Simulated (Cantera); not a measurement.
A Cantera script and its output.

```python
import numpy as np
import cantera as ct

gas = ct.Solution("gri30.yaml")
gas.TPX = 1125, 930000, {'CH4': 1, 'O2': 1.33, 'N2': 5.01}
reactor = ct.IdealGasConstPressureReactor(gas, energy="on", clone=False)
net = ct.ReactorNet([reactor])
net.rtol, net.atol = 1e-08, 1e-16
show = ['CH4', 'O2', 'CH2O', 'NO', 'CH2CO', 'C2H', 'H']
times = np.geomspace(3e-06, 2, 11)

steps = ct.SolutionArray(gas, extra=["t"])
rows = []
print(f"{'t/s':>10s}{'T/K':>9s}{'P/Pa':>11s}" + "".join(f"{s:>11s}" for s in show))
for t in times:
    while net.time < t:
        t_next = net.step()
        steps.append(gas.state, t=t_next)
    rows.append([np.interp(t, steps.t, y) for y in (steps.T, steps.P, *steps(*show).X.T)])
    print(f"{t:10.3e}{rows[-1][0]:9.1f}{rows[-1][1]:11.4g}" + "".join(f"{x:11.3e}" for x in rows[-1][2:]))
rate = np.gradient(steps.T, steps.t)
print("integrator steps:", len(steps.t))
if steps.T.max() > steps.T[0] + 200:
    print(f"time of steepest temperature rise: {steps.t[rate.argmax()]:.4e} s")
gas.TPX = 1125, 930000, {'CH4': 1, 'O2': 1.33, 'N2': 5.01}
gas.equilibrate("HP")
print(f"equilibrium (HP): T = {gas.T:.1f} K  " + "  ".join(f"{s} {gas[s].X[0]:.3e}" for s in show))
```

It prints:

```
       t/s      T/K       P/Pa        CH4         O2       CH2O         NO      CH2CO        C2H          H
 3.000e-06   1125.0    9.3e+05  1.362e-01  1.812e-01  5.737e-11  2.708e-23  1.818e-25  3.129e-38  5.596e-13
 1.147e-05   1125.0    9.3e+05  1.362e-01  1.812e-01  8.714e-10  3.884e-22  3.637e-22  5.002e-35  1.533e-12
 4.384e-05   1125.0    9.3e+05  1.362e-01  1.812e-01  1.379e-08  6.002e-21  3.874e-19  8.198e-32  6.680e-12
 1.676e-04   1125.0    9.3e+05  1.362e-01  1.812e-01  2.797e-07  1.225e-19  7.218e-16  5.217e-28  5.084e-11
 6.407e-04   1125.0    9.3e+05  1.362e-01  1.812e-01  6.049e-06  3.440e-18  1.448e-12  3.730e-24  2.841e-10
 2.449e-03   1125.4    9.3e+05  1.362e-01  1.811e-01  4.549e-05  3.423e-17  1.524e-10  6.353e-22  5.804e-10
 9.364e-03   1129.7    9.3e+05  1.353e-01  1.805e-01  3.902e-04  8.067e-16  2.739e-08  6.048e-19  4.767e-09
 3.580e-02   2532.6    9.3e+05  5.473e-11  2.748e-05  2.560e-08  2.485e-04  1.682e-13  1.542e-16  2.625e-03
 1.369e-01   2532.6    9.3e+05  5.473e-11  2.748e-05  2.560e-08  2.485e-04  1.682e-13  1.542e-16  2.625e-03
 5.232e-01   2532.6    9.3e+05  5.473e-11  2.748e-05  2.560e-08  2.485e-04  1.682e-13  1.542e-16  2.625e-03
 2.000e+00   2532.6    9.3e+05  5.473e-11  2.748e-05  2.560e-08  2.485e-04  1.682e-13  1.542e-16  2.625e-03
integrator steps: 2341
time of steepest temperature rise: 1.6741e-02 s
equilibrium (HP): T = 2532.6 K  CH4 6.166e-11  O2 2.748e-05  CH2O 2.560e-08  NO 2.485e-04  CH2CO 1.853e-13  C2H 1.696e-16  H 2.625e-03
```

Computed with Cantera and GRI-Mech 3.0 (53 species, 325 reactions).
